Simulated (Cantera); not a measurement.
An isothermal, constant-pressure homogeneous reactor starts with H₂ : O₂ : N₂ = 1.8 : 1 : 11 (molar parts), at 1325 K and 0.550 bar.

Computed with Cantera and the H2/O2 subset of GRI-Mech 3.0, which has no nitrogen chemistry. The temperature is held fixed by assumption; the heat of reaction is taken as removed at once.

x: mole fraction; the columns are a selection and need not sum to one.

| t (s) | x H₂ | x O₂ | x O | x H₂O₂ | x H₂O | x H | x OH |
|---|---|---|---|---|---|---|---|
| 0.000200 | 0.0159 | 0.0191 | 0.00547 | 1.29e-6 | 0.103 | 0.0287 | 0.00308 |
| 0.000492 | 0.00846 | 0.0125 | 0.00161 | 1.24e-6 | 0.125 | 0.00761 | 0.00180 |
| 0.00121 | (withheld) | (withheld) | (withheld) | (withheld) | 0.135 | (withheld) | (withheld) |
| 0.00298 | 0.000907 | 0.00808 | 9.61e-5 | 4.53e-7 | 0.138 | 0.000184 | 0.000445 |
| 0.00733 | 0.000192 | 0.00779 | 1.89e-5 | 1.60e-7 | 0.139 | 1.72e-5 | 0.000198 |
| 0.0180 | (withheld) | 0.00775 | (withheld) | (withheld) | 0.139 | (withheld) | (withheld) |
| 0.0444 | 8.27e-6 | 0.00774 | 8.87e-7 | 1.34e-8 | 0.140 | 1.68e-7 | 4.36e-5 |
| 0.109 | 2.30e-6 | 0.00775 | 2.62e-7 | 4.36e-9 | 0.140 | 2.60e-8 | 2.38e-5 |
| 0.269 | 8.10e-7 | 0.00775 | 9.51e-8 | 1.66e-9 | 0.140 | 5.59e-9 | 1.43e-5 |
| 0.661 | 3.88e-7 | 0.00775 | 4.53e-8 | 8.16e-10 | 0.140 | 1.87e-9 | 9.87e-6 |
| 1.63 | 2.95e-7 | 0.00775 | 3.37e-8 | 6.16e-10 | 0.140 | 1.23e-9 | 8.51e-6 |
| 4.00 | 2.89e-7 | 0.00775 | 3.29e-8 | 6.03e-10 | 0.140 | 1.19e-9 | 8.41e-6 |

Q: What belongs in the gaps?

A: 
- 0.00121, x H₂: 0.00326
- 0.00121, x O₂: 0.00927
- 0.00121, x O: 0.000421
- 0.00121, x H₂O₂: 8.96e-7
- 0.00121, x H: 0.00143
- 0.00121, x OH: 0.000933
- 0.0180, x H₂: 3.74e-5
- 0.0180, x O: 3.74e-6
- 0.0180, x H₂O₂: 4.64e-8
- 0.0180, x H: 1.52e-6
- 0.0180, x OH: 8.91e-5
